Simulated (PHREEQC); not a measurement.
1 kg of water holding 1.5 mol/kgw NaOH and 0.061 mol/kgw NaHCO3 meets 20 L of dry gas (CO2 1 by moles) at fixed total pressure, at 60 °C; fugacities by Peng-Robinson. The gases take part in no redox reaction, some water evaporates into the gas, and hydrates or a liquid gas phase aren't modelled. Nothing may precipitate in this run.

The numbers come from PHREEQC with the Pitzer model, pitzer.dat.

| P (atm) | dissolved CO2 (all carbonate carbon) (mol/kgw) | φ of CO2 | pH |
|---|---|---|---|
| 2 | 1.54 | 0.992 | 7.65 |
| 5 | 1.61 | 0.981 | 7.16 |
| 10 | 1.68 | 0.961 | … |
| 20 | 1.79 | 0.924 | 6.58 |
| 30 | 1.90 | … | 6.43 |
| 40 | … | 0.851 | 6.32 |
| 50 | 2.07 | … | … |
| 75 | 2.24 | … | 6.12 |
| 100 | 2.35 | 0.654 | … |
| 150 | 2.49 | 0.525 | 5.99 |
| 200 | 2.56 | 0.447 | 5.95 |
| 300 | 2.67 | … | 5.89 |
| 400 | 2.74 | 0.331 | 5.83 |

**Question.** Complete the blanks.

**Answer.** 
- 10, pH: 6.86
- 30, φ of CO2: 0.887
- 40, dissolved CO2 (all carbonate carbon) (mol/kgw): 1.99
- 50, φ of CO2: 0.816
- 50, pH: 6.25
- 75, φ of CO2: 0.732
- 100, pH: 6.06
- 300, φ of CO2: 0.367

Along this series the solution becomes supersaturated in solids that the run did not let form, among them Nahcolite. In brines, pH and single-ion activities rest on the MacInnes convention. Constants without temperature data keep their 25 °C values here.
